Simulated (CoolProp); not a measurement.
Vapour-liquid equilibrium of R125 (1) + R134a (2) at 31.25 °C; x and y are mole fractions of (1).

Model: multi-fluid Helmholtz-energy mixture model, Lemmon 2005 and Tillner-Roth 1994; pair parameters Lemmon 2004, in CoolProp.

Question: Give the bubble pressure and the first vapour's composition at x = 0.125, 0.275, 0.35. Is there an azeotrope?

Answer: x = 0.125: 902.0 kPa, y = 0.204; x = 0.275: 1024 kPa, y = 0.398; x = 0.35: 1085 kPa, y = 0.481. No azeotrope shows between x = 0.05 and 0.95.

Pair parameters are fitted to limited data, so mixtures are less certain than the pure fluids.
